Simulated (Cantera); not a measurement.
A perfectly stirred reactor is fed with 10.9 % CO, 10.3 % H₂, 2.17 % CH₄, 12.5 % O₂, 46.8 % N₂, 17.4 % CO₂, equivalence ratio 1.2, at 500000 Pa; it is adiabatic with a 600 K inlet, and is followed from long to short residence time, starting on the burning branch (τ in s: 0.082, 0.027, 0.0089, 0.0029, 0.00095, 0.00031, 0.0001, 3.4e-05, 1.1e-05, 3.6e-06).

Cantera simulation using GRI-Mech 3.0 (53 species, 325 reactions); the numbers are that mechanism's predictions, not measurements.

Question: Predict: blow-out, bracketed by the residence times tried; x(CO) at τ = 82.0 ms; x(H₂) at τ = 82.0 ms; x(CH₄) at τ = 82.0 ms; x(OH) at τ = 82.0 ms; x(H₂O) at τ = 82.0 ms; x(CO) at τ = 0.310 ms; x(H₂) at τ = 0.310 ms; x(CH₄) at τ = 0.310 ms; x(OH) at τ = 0.310 ms; x(H₂O) at τ = 0.310 ms.

Answer: 
```
Quantity                                                                      Result
------------------------------------------------  ----------------------------------
blow-out, bracketed by the residence times tried  burning at 34.0 µs, out at 11.0 µs
x(CO) at τ = 82.0 ms                                                          0.0491
x(H₂) at τ = 82.0 ms                                                         0.00531
x(CH₄) at τ = 82.0 ms                                                        1.70e-6
x(OH) at τ = 82.0 ms                                                        0.000849
x(H₂O) at τ = 82.0 ms                                                          0.154
x(CO) at τ = 0.310 ms                                                         0.0660
x(H₂) at τ = 0.310 ms                                                        0.00812
x(CH₄) at τ = 0.310 ms                                                       4.65e-5
x(OH) at τ = 0.310 ms                                                        0.00406
x(H₂O) at τ = 0.310 ms                                                         0.146
```
